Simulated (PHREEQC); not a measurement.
Solution (25 °C): 0.04 mol/kgw (CH3)4NF. Closed to the air; pH follows from the charge balance.

All values are PHREEQC results (ion-association model, phreeqc.dat), not measurements.

Each row changes one thing in this solution. No solid was allowed to form.

| case | pH | ionic strength (mol/kgw) |
|---|---|---|
| as made | 7.84 | 0.0400 |
| (CH3)4NF replaced by KF at the same molality | 7.84 | 0.0400 |
| (CH3)4NF from 0.04 to 0.06 mol/kgw | 7.92 | 0.0600 |
| (CH3)4NF replaced by HBF4 at the same molality | ___ | ___ |
| diluted 100-fold with water | 7.10 | ___ |
| (CH3)4NF replaced by NaBF4 at the same molality | 2.81 | 0.0417 |
| (CH3)4NF from 0.04 to 0.02 mol/kgw | ___ | 0.0200 |
| (CH3)4NF replaced by TMAH at the same molality | 12.51 | 0.0400 |

Question: Fill in the missing entries.

Answer: 
- (CH3)4NF replaced by HBF4 at the same molality, pH: 1.48
- (CH3)4NF replaced by HBF4 at the same molality, ionic strength (mol/kgw): 0.0380
- diluted 100-fold with water, ionic strength (mol/kgw): 0.000400
- (CH3)4NF from 0.04 to 0.02 mol/kgw, pH: 7.70

Real BF4- forms and hydrolyses slowly; the run takes it at equilibrium.
